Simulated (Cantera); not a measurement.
## Boron, boron nitride and boron oxide: borazine + O2 + H2

A closed system holds: 1 mol borazine, 0.41 mol O2, a varied amount of H2, held at 2198 K and 133 Pa.

These are equilibrium values from Cantera (NASA tables, ideal gas, pure condensed phases), not measurements of a reactor. Candidate condensed phases: B, BN, B2O3, B3O3H3, H2O; 39 gas species. The feed counts by its element totals alone. The tables' values for BH2 are old estimates; treat these amounts as uncertain. Rates play no part.

From 1.1 mol H2 to 37 mol H2 the condensed part is B(s). The main B-bearing gas is BO throughout.

```tsv
n(H2) (mol)	x H2	x N2	x H	x BO	x HBO	n B(s)
1.1	0.541	0.225	0.112	0.0810	0.0321	2.15
1.6	0.564	0.208	0.115	0.0748	0.0303	2.15
2.3	0.592	0.188	0.117	0.0677	0.0281	2.14
3.2	0.620	0.168	0.120	0.0603	0.0256	2.14
4.5	0.651	0.145	0.123	0.0521	0.0227	2.14
6.4	0.685	0.121	0.126	0.0435	0.0194	2.13
9.1	0.717	0.0980	0.129	0.0352	0.0161	2.12
13	0.747	0.0769	0.132	0.0276	0.0129	2.11
18	0.770	0.0602	0.134	0.0216	0.0102	2.09
26	0.792	0.0447	0.136	0.0161	0.00770	2.06
37	0.809	0.0330	0.137	0.0119	0.00575	2.02
```
x: gas mole fraction; n: condensed amount in mol.
